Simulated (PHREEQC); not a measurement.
Make-up at 33 °C: 0.018 mol/kgw HF, 4.2e-05 mol/kgw NH4HF2 and 0.024 mol/kgw HCl. Closed to the air; pH follows from the charge balance.

Model: ion-association model, phreeqc.dat, run in PHREEQC.

```
quantity                    before     after
------------------------  --------  --------
pH                            1.67      2.52
ionic strength (mol/kgw)    0.0246    0.0757
HF (mol/kgw)                0.0175    0.0142
F- (mol/kgw)              0.000548   0.00349
HF2- (mol/kgw)             3.88e-5  0.000201
```

Question: Which change was made?
(A) HF from 0.018 to 0.036 mol/kgw
(B) HCl replaced by CaCl2 at the same molality
(C) diluted 10-fold with water
(D) NH4HF2 left out
(E) HF from 0.018 to 0.0198 mol/kgw

Answer: B, HCl replaced by CaCl2 at the same molality

No solid was allowed to form. Some of these states are supersaturated (in Fluorite, for instance).
